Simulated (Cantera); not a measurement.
What does this Cantera script print?

```python
import numpy as np
import cantera as ct

gas_names = """
    B BF BF2 BF3 BH BHF2 BH2 BH3 BN B2 F F2 H HF H2 H2F2 H3F3 H4F4 H5F5 H6F6 H7F7 N NF NF2 NF3 NH NH2
    NH3 N2 N2H2 N2H4
""".split()
cond_names = """
    B(b) B(L) BN(s)
""".split()


# ... load() reads the species with a 1 bar reference pressure and builds the phases ...
atoms = {
    'BF3': {'B': 1, 'F': 3},
    'NH3': {'N': 1, 'H': 3},
    'H2': {'H': 2},
}
top_T = {'BN(s)': 3200}  # K; cautious upper limits of use, not melting points


# ... equilibrate(T, P, feed) seeds the gas with the atoms and calls Mixture.equilibrate('TP', solver="vcs", rtol=1e-11, max_steps=5000) ...
results = []
feed = {'BF3': 1, 'NH3': 15, 'H2': 1.2}  # mol
T = 923.15  # K
P = 14000  # Pa
mix = equilibrate(T, P, feed)
results.append((T, P, feed, dict(zip(mix.species_names, mix.species_moles))))
print(gas.report(threshold=0.0001))
for i in range(1, mix.n_phases):
    print(f"{mix.phase(i).name:16s} {mix.phase_moles(i):12.5e} mol")
```

Output:

```
       temperature   923.15 K
          pressure   14000 Pa
           density   0.018342 kg/m^3
  mean mol. weight   10.056 kg/kmol
   phase of matter   gas

                          1 kg             1 kmol
                     ---------------   ---------------
          enthalpy       -1.5268e+06       -1.5353e+07  J
   internal energy         -2.29e+06       -2.3029e+07  J
           entropy             20416        2.0531e+05  J/K
    Gibbs function       -2.0374e+07       -2.0488e+08  J
 heat capacity c_p              3166             31838  J/K
 heat capacity c_v            2339.2             23523  J/K

                      mass frac. Y      mole frac. X     chem. pot. / RT
                     ---------------   ---------------   ---------------
               BF3           0.19338           0.02868           -187.35
                HF          0.014169          0.007122           -64.912
                H2           0.14683           0.73243           -19.588
                N2           0.64552           0.23172           -28.088
     [  +27 minor]        9.5488e-05        4.7322e-05

B(b)              0.00000e+00 mol
BN(s)             7.63892e-02 mol
```

Cantera equilibrium calculation (NASA polynomials, part measured and part estimated; ideal gas, pure solids and liquids).
